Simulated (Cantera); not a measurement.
What does this Cantera script print?

```python
import numpy as np
import cantera as ct

gas = ct.Solution("gri30.yaml", transport_model="mixture-averaged")
show = ['H', 'OH', 'O']

rows = []
print(f"{'T/K':>7s}{'rho':>11s}{'cp':>10s}{'mu':>11s}{'lambda':>11s}{'Pr':>7s}" + "".join(f"{'D_' + s:>11s}" for s in show))
for T in [400, 500, 600, 700, 800, 900]:
    gas.TPX = T, 1333, {'CO': 0.075, 'CH4': 0.35, 'C2H4': 0.8}
    Pr = gas.cp_mass * gas.viscosity / gas.thermal_conductivity
    D = [gas.mix_diff_coeffs_mole[gas.species_index(s)] for s in show]
    rows.append([gas.density, gas.cp_mass, gas.viscosity, gas.thermal_conductivity, Pr, *D])
    print(f"{T:7g}{gas.density:11.4e}{gas.cp_mass:10.1f}{gas.viscosity:11.4e}"
          f"{gas.thermal_conductivity:11.4e}{Pr:7.3f}" + "".join(f"{d:11.4e}" for d in D))
print("SI units: kg/m3, J/kg/K, Pa s, W/m/K, m2/s")
```

Output:

```
    T/K        rho        cp         mu     lambda     Pr        D_H       D_OH        D_O
    400 9.8677e-03    1939.8 1.4090e-05 3.7733e-02  0.724 1.2543e-02 3.4170e-03 3.4800e-03
    500 7.8942e-03    2265.8 1.7072e-05 5.2872e-02  0.732 1.8755e-02 5.0551e-03 5.1482e-03
    600 6.5785e-03    2569.3 1.9809e-05 6.8905e-02  0.739 2.5891e-02 6.9281e-03 7.0556e-03
    700 5.6387e-03    2830.5 2.2348e-05 8.5257e-02  0.742 3.3879e-02 9.0193e-03 9.1853e-03
    800 4.9339e-03    3047.7 2.4727e-05 1.0163e-01  0.742 4.2668e-02 1.1316e-02 1.1525e-02
    900 4.3857e-03    3237.0 2.6973e-05 1.1784e-01  0.741 5.2214e-02 1.3809e-02 1.4063e-02
SI units: kg/m3, J/kg/K, Pa s, W/m/K, m2/s
```

Cantera simulation using GRI-Mech 3.0 (53 species, 325 reactions); the numbers are that mechanism's predictions, not measurements.
